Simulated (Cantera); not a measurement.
A perfectly stirred reactor is fed with CH₄ : O₂ : N₂ : H₂O = 1 : 2.02 : 7.6 : 0.57 (molar parts), at 200000 Pa; it is adiabatic with a 773 K inlet, and is followed from long to short residence time, starting on the burning branch (τ in s: 0.17, 0.071, 0.03, 0.012, 0.0051, 0.0021, 0.00088, 0.00037, 0.00015, 6.3e-05).

Computed with Cantera and GRI-Mech 3.0 (53 species, 325 reactions).

One state of this run: T (K) = 2156; x CH₄ = 0.000246; x O₂ = 0.0217; x H₂O = 0.198; x O = 0.00306; x CH₃ = 0.000113; x H = 0.00612; x CH₂CO = 2.53e-7. x: mole fraction; the columns are a selection and need not sum to one.

Q: Which value of τ (s) does it belong to?
A) 0.071
B) 0.030
C) 0.17
D) 0.00015

A: D, 0.00015
